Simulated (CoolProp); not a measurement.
Saturation properties of R143a.

Model: reference Helmholtz-energy equation of state, Lemmon and Jacobsen 2000, in CoolProp.

```
T (K)  p (MPa)  vapour Z  surface tension (mN/m)  liquid conductivity (mW/(m K))
-----  -------  --------  ----------------------  ------------------------------
217.1  0.06544    0.9628                       …                             106
226.9   0.1062    0.9492                       …                             101
236.6   0.1639    0.9328                    12.7                            96.6
246.4   0.2443    0.9128                    11.3                               …
256.2        …    0.8894                    9.93                            87.9
265.9   0.4913    0.8625                       …                            83.7
275.7   0.6703         …                    7.31                            79.6
285.5   0.8945    0.7955                    6.06                            75.6
295.3    1.171    0.7548                    4.85                            71.6
305      1.502    0.7085                    3.72                            67.7
314.8    1.904    0.6543                    2.64                            63.6
324.6    2.384    0.5894                    1.64                            59.5
```

### Question
Fill in the missing entries.

### Answer

- 217.1, surface tension (mN/m): 15.6
- 226.9, surface tension (mN/m): 14.1
- 246.4, liquid conductivity (mW/(m K)): 92.2
- 256.2, p (MPa): 0.3522
- 265.9, surface tension (mN/m): 8.61
- 275.7, vapour Z: 0.8312

It boils at 225.9 K under 1 atm.

Thermal conductivity comes from a separate model (McLinden 2000), an estimate that may be off by 10 % or more. Surface tension comes from a separate correlation (Mulero 2014).
